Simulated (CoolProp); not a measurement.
Ethanol at 293.15 K and 5.72 MPa is throttled through a valve to 3.79 MPa with no heat exchange. Each further row changes one setting.

Computed with CoolProp (reference Helmholtz-energy equation of state, Schroeder 2014).

```
case                      temperature change (K)  final density (kg/m³)
------------------------  ----------------------  ---------------------
as stated                                   +0.7                    792
outlet pressure 1.14 MPa                    +1.7                    789
outlet pressure 4.93 MPa                    +0.3                    793
```
